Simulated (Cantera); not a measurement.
Abatement and gas-phase synthesis: H2S + H2O + H2

Charge: 1 mol H2S, 1.1 mol H2O, 4.6 mol H2, at 2925 K.

These are equilibrium values from Cantera (NASA tables, ideal gas, pure condensed phases), not measurements of a reactor. Candidate condensed phases: H2O, H2SO4, S; 19 gas species. The ideal-gas law is rough above about 30 bar. Kinetics and transport are ignored.

```tsv
P (Pa)	x H	x H2	x H2O	x H2S	x O	x S	x SH	x SO	x S2	x OH
10	0.860	0.00475	1.11e-5	1.60e-8	0.0701	0.0643	6.33e-5	0.000529	1.01e-5	0.000627
200	0.781	0.0785	0.00293	5.06e-6	0.0561	0.0614	0.00110	0.00809	0.000185	0.00912
3900	0.406	0.414	0.0538	0.000480	0.0100	0.0567	0.0103	0.0260	0.00307	0.0165
77000	0.115	0.658	0.110	0.00821	0.000655	0.0309	0.0314	0.0183	0.0180	0.00605
1500000	0.0271	0.711	0.144	0.0435	4.05e-5	0.00779	0.0363	0.00555	0.0223	0.00172
30000000	0.00601	0.696	0.159	0.109	2.29e-6	0.000994	0.0205	0.000800	0.00726	0.000429
```
x: gas mole fraction; nothing condenses.

From 0.0750 Torr to 225000 Torr nothing is condensed.
